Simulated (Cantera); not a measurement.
What does this Cantera script print?

```python
import numpy as np
import cantera as ct

gas_names = """
    CL CLO CL2 N NO NO2 NO3 N2 N2O O O2 O3 Si SiCL SiCL2 SiCL3 SiCL4 SiN SiO SiO2 Si2 Si2N Si3
""".split()
cond_names = """
    Si(cr) Si(L) SiO2(Lqz) SiO2(hqz) SiO2(L) Si2N2O(s) Si3N4(a)
""".split()


def load(file, names, dense=False):
    # The tables refer to 1 bar. Condensed volumes are neglected.
    table = {s.name: s for s in ct.Species.list_from_file(file)}
    out = []
    for n in names:
        d = dict(table[n].input_data)
        d["thermo"] = dict(d["thermo"], **{"reference-pressure": 1e5})
        if dense:
            d["equation-of-state"] = {"model": "constant-volume", "density": "1e6 g/cm^3"}
        out.append(ct.Species.from_dict(d))
    return out


gas = ct.Solution(thermo="ideal-gas", species=load("nasa_gas.yaml", gas_names))
cond = {s.name: ct.Solution(thermo="fixed-stoichiometry", species=[s], name=s.name)
        for s in load("nasa_condensed.yaml", cond_names, dense=True)}
atoms = {
    'SiCl4': {'Si': 1, 'CL': 4},
    'NO': {'N': 1, 'O': 1},
}
top_T = {'Si2N2O(s)': 2100, 'Si3N4(a)': 2400}  # K; cautious upper limits of use, not melting points


def equilibrate(T, P, feed):
    n = {}
    for name, mol in feed.items():
        for a, k in atoms[name].items():
            n[a] = n.get(a, 0.0) + k * mol
    gas.TPX = T, P, n
    mass = sum(n.values()) * gas.mean_molecular_weight
    gas.equilibrate("TP")
    valid = [c for c in cond.values() if c.min_temp <= T <= top_T.get(c.name, c.max_temp)]
    mix = ct.Mixture([(gas, mass / gas.mean_molecular_weight)] + [(c, 0.0) for c in valid])
    mix.T, mix.P = T, P
    mix.equilibrate("TP", solver="vcs", rtol=1e-11, max_steps=5000)
    return mix


results = []
feed = {'SiCl4': 1, 'NO': 10}  # mol
P = 6400  # Pa
for T in [1600, 1625, 1650, 1675, 1700, 1725, 1750, 1775, 1800]:
    mix = equilibrate(T, P, feed)
    results.append((T, P, feed, dict(zip(mix.species_names, mix.species_moles))))

top = {s: max(r[3][s] / sum(r[3][g] for g in gas_names) for r in results) for s in gas_names}
cols = sorted((s for s in top if top[s] > 1e-06), key=lambda s: -top[s])[:8]
seen = [c for c in cond_names if any(r[3].get(c, 0) > 1e-12 for r in results)]
print("log10 of partial pressures in bar; condensed amounts in mol")
print(f"{'T/K':>10s}" + "".join(f"{s[:9]:>10s}" for s in cols + seen))
for T, P, feed, n in results:
    ng = sum(n[g] for g in gas_names)
    print(f"{T:10.4g}" + "".join(f"{np.log10(max(n[s] / ng * P / 1e5, 1e-99)):10.3f}" for s in cols)
          + "".join(f"{n.get(c, 0):10.4g}" for c in seen))
```

Result:

```
log10 of partial pressures in bar; condensed amounts in mol
       T/K        N2        O2        CL       CL2        NO       CLO         O       NO2 SiO2(hqz)   SiO2(L)
      1600    -1.568    -1.666    -2.055    -2.192    -3.939    -4.550    -5.671    -6.827         1         0
      1625    -1.572    -1.669    -2.011    -2.232    -3.897    -4.520    -5.545    -6.815         1         0
      1650    -1.575    -1.673    -1.972    -2.275    -3.856    -4.493    -5.423    -6.803         1         0
      1675    -1.579    -1.676    -1.935    -2.322    -3.816    -4.470    -5.305    -6.792         1         0
      1700    -1.582    -1.680    -1.903    -2.373    -3.778    -4.451    -5.190    -6.781         0         1
      1725    -1.586    -1.683    -1.874    -2.429    -3.741    -4.435    -5.078    -6.771         0         1
      1750    -1.589    -1.687    -1.849    -2.488    -3.704    -4.422    -4.969    -6.760         0         1
      1775    -1.592    -1.690    -1.827    -2.550    -3.669    -4.412    -4.864    -6.750         0         1
      1800    -1.595    -1.693    -1.808    -2.616    -3.634    -4.404    -4.761    -6.740         0         1
```

Cantera equilibrium calculation (NASA polynomials, part measured and part estimated; ideal gas, pure solids and liquids). The tables hold silica as quartz up to 1696 K and as liquid above; real silica turns to tridymite and cristobalite and melts near 1996 K.
